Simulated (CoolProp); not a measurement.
Cyclohexane at several states: fugacity coefficient from the reference equation and from simpler models built on Tc = 280.5 °C, pc = 40.81 bar, ω = 0.209; each cubic takes its own stable root.

Computed with CoolProp (reference Helmholtz-energy equation of state, Zhou 2014).

```
T (°C)  p (bar)          phase  reference  van der Waals  Redlich-Kwong  Soave-Redlich-Kwong  Peng-Robinson
------  -------  -------------  ---------  -------------  -------------  -------------------  -------------
28.05     0.713         liquid        ___         0.9791            ___                  ___         0.2207
218.55     3.04            gas     0.9633         0.9707         0.9646               0.9633            ___
98.85     0.307            gas     0.9908         0.9944         0.9923               0.9916         0.9913
342.65      124  supercritical     0.4505         0.4611         0.4509                  ___            ___
182.65     18.1         liquid     0.4852         0.7823            ___                  ___         0.4804
```

Problem. Some entries are withheld; supply them.

Solution. 
- 28.05, reference: 0.2078
- 28.05, Redlich-Kwong: 0.3836
- 28.05, Soave-Redlich-Kwong: 0.2111
- 218.55, Peng-Robinson: 0.9602
- 342.65, Soave-Redlich-Kwong: 0.4766
- 342.65, Peng-Robinson: 0.4446
- 182.65, Redlich-Kwong: 0.5730
- 182.65, Soave-Redlich-Kwong: 0.4925

At some of these states van der Waals gives the other phase, because its saturation line lies elsewhere.
